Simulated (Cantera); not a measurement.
A closed system holds: 1 mol Fe₂O₃, 18 mol CO, 0.49 mol CH₄, equilibrated at 2450 K and 1 atm.

These are equilibrium values from Cantera (NASA tables, ideal gas, pure condensed phases), not measurements of a reactor. Candidate condensed phases: C, C₆H₆, C₇H₈, C₈H₁₈, Fe, Fe(CO)₅, FeO, Fe(OH)₂, Fe(OH)₃, Fe₂O₃, Fe₃O₄, H₂O; 114 gas species. Each liquid is taken as pure. Mutual solubility and eutectic melting of coexisting phases are not modelled. The tables' stoichiometric FeO is somewhat more stable than real wüstite, so its field is too wide. FeO: taken at fixed stoichiometry. Rates play no part.

Base state: CO 0.858, CO₂ 0.0694, H₂ 0.0317, Fe 0.0211, H₂O 0.0155, H 0.00355, FeO 0.000495, OH 0.000340 (mole fractions); condensed: Fe(l) + FeO(l).

What changes in the equilibrium state with this change: Fe₂O₃ replaced by Fe₃O₄?


| species | before | after |
|---|---|---|
| CO | 0.858 | 0.858 |
| CO₂ | 0.0694 | 0.0694 |
| H₂ | 0.0317 | 0.0317 |
| H₂O | 0.0155 | 0.0155 |
| OH | 0.000340 | 0.000340 |
| Fe | 0.0211 | 0.0211 |
| H | 0.00355 | 0.00355 |
| FeO | 0.000495 | 0.000495 |
| Fe(OH)₂ | 3.08e-5 | 3.08e-5 |
| Fe(l), mol | 0.770 | 0.770 |
| FeO(l), mol | 0.799 | 1.80 |

What changes in the equilibrium state with this change: temperature from 2450 K to 1225 K?


| species | before | after |
|---|---|---|
| CO | 0.858 | 0.830 |
| CO₂ | 0.0694 | 0.120 |
| H₂ | 0.0317 | 0.0415 |
| Fe | 0.0211 | <1e-9 |
| H₂O | 0.0155 | 0.00882 |
| Fe(OH)₂ | 3.08e-5 | 3.95e-9 |
| FeO | 0.000495 | <1e-9 |
| OH | 0.000340 | <1e-9 |
| H | 0.00355 | 6.31e-8 |
| O | 2.53e-5 | <1e-9 |
| Fe(l), mol | 0.770 | 0 |
| FeO(l), mol | 0.799 | 0 |
| Fe(γ), mol | 0 | 2.00 |
